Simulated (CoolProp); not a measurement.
n-hexane at several states: fugacity coefficient from the reference equation and from simpler models built on Tc = 234.7 °C, pc = 3.044 MPa, ω = 0.300; each cubic takes its own stable root.

The numbers come from the reference Helmholtz-energy equation of state, Thol 2019 in CoolProp.

| T (°C) | p (MPa) | phase | reference |
|---|---|---|---|
| 320.75 | 0.0169 | gas | 0.9989 |
| 267.55 | 13.9 | supercritical | 0.3190 |
| 291.05 | 5.97 | supercritical | 0.5803 |

**Question.** How far does each simpler model (Redlich-Kwong, Peng-Robinson) lie from the reference over these 3 states: mean and median of the absolute difference, and the worst?

**Answer.** 
- Redlich-Kwong: mean 2.2 %, median 2.4 %, worst +4.1 % at 267.55 °C and 13.9 MPa
- Peng-Robinson: mean 0.8 %, median 0.4 %, worst -1.8 % at 291.05 °C and 5.97 MPa
